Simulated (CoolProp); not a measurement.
A simple Rankine cycle with cis-2-butene: condensing at 330.15 K, boiler at 1.79 MPa, turbine inlet 390.1 K, turbine efficiency 0.6, pump efficiency 0.6, no recuperator. Each further row changes one setting.

Values from CoolProp's reference Helmholtz-energy equation of state, Lemmon 2005. It is a short technical equation, of lower accuracy than the large ones.

```json
[
 {"case": "as stated", "thermal efficiency (%)": "6.7", "net work (kJ/kg)": "28.2", "heat in (kJ/kg)": "420", "turbine exit temperature (K)": "350.5", "volume ratio over the turbine": "3.71"},
 {"case": "turbine inlet 410.1 K", "thermal efficiency (%)": "6.8", "net work (kJ/kg)": "[?]", "heat in (kJ/kg)": "466", "turbine exit temperature (K)": "374.1", "volume ratio over the turbine": "3.57"},
 {"case": "condensing temperature 322.15 K", "thermal efficiency (%)": "[?]", "net work (kJ/kg)": "33.6", "heat in (kJ/kg)": "439", "turbine exit temperature (K)": "345.2", "volume ratio over the turbine": "4.59"},
 {"case": "boiler pressure 1.25 MPa", "thermal efficiency (%)": "[?]", "net work (kJ/kg)": "22.4", "heat in (kJ/kg)": "442", "turbine exit temperature (K)": "365.9", "volume ratio over the turbine": "2.41"},
 {"case": "turbine efficiency 0.5", "thermal efficiency (%)": "5.5", "net work (kJ/kg)": "22.9", "heat in (kJ/kg)": "420", "turbine exit temperature (K)": "353.5", "volume ratio over the turbine": "[?]"}
]
```

Task: What belongs in the gaps?

Result: 
- turbine inlet 410.1 K, net work (kJ/kg): 31.7
- condensing temperature 322.15 K, thermal efficiency (%): 7.7
- boiler pressure 1.25 MPa, thermal efficiency (%): 5.1
- turbine efficiency 0.5, volume ratio over the turbine: 3.75
